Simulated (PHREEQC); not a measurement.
A solution holds 0.081 mol Fe2(SO4)3 and 0.00015 mol NaHF2 per kg of water, at 20 °C. Closed to the air; pH follows from the charge balance.

All values are PHREEQC results (ion-association model, phreeqc.dat), not measurements.

This is a speciation only: nothing precipitates in the calculation.

What pH does the model give?

pH 2.50.

In which forms is Fe present?

FeSO4+ 67 %, Fe(SO4)2- 22 %, Fe2(OH)2+4 3.2 %, Fe+3 2.7 %, FeOH+2 1.8 %, Fe3(OH)4+5 1.7 % of the Fe.

Saturation is exceeded, for instance for Hematite (slow to form), Goethite (slow to form); the values hold only as long as no solid forms. Species that the database lacks are ignored. Fluoro complexes past AlF4- and FeF3 are missing from the database.
